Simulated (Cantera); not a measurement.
Mixture: CH4 : CO : O2 : N2 = 1 : 0.64 : 1.78 : 6.71 (molar parts), equivalence ratio 1.3, at 10.0 bar, adiabatic and at constant pressure. Ignition delay is the time to a rise of 400 K.

Detailed kinetics in Cantera: GRI-Mech 3.0 (53 species, 325 reactions).

What does this change do: pressure from 10.0 bar to 19.0 bar?


| quantity | before | after |
|---|---|---|
| delay at 1298 K | 2.60 ms | 1.40 ms |
| delay at 1448 K | 0.439 ms | 0.251 ms |
| delay at 1598 K | 95.1 µs | 57.0 µs |
| delay at 1748 K | 26.2 µs | 16.0 µs |
| apparent activation energy between 1673 and 1823 K | 200 kJ/mol | 200 kJ/mol |
The pressure lies above the range GRI-Mech 3.0 was tuned for (to about 10 atm).

What does this change do: CH4 1 to 1.6 parts?


| quantity | before | after |
|---|---|---|
| delay at 1298 K | 2.60 ms | 3.27 ms |
| delay at 1448 K | 0.439 ms | 0.553 ms |
| delay at 1598 K | 95.1 µs | 0.116 ms |
| delay at 1748 K | 26.2 µs | 30.5 µs |
| apparent activation energy between 1673 and 1823 K | 200 kJ/mol | 210 kJ/mol |

What does this change do: pressure from 10.0 bar to 2.30 bar?


| quantity | before | after |
|---|---|---|
| delay at 1298 K | 2.60 ms | 9.26 ms |
| delay at 1448 K | 0.439 ms | 1.38 ms |
| delay at 1598 K | 95.1 µs | 0.285 ms |
| delay at 1748 K | 26.2 µs | 82.3 µs |
| apparent activation energy between 1673 and 1823 K | 200 kJ/mol | 180 kJ/mol |
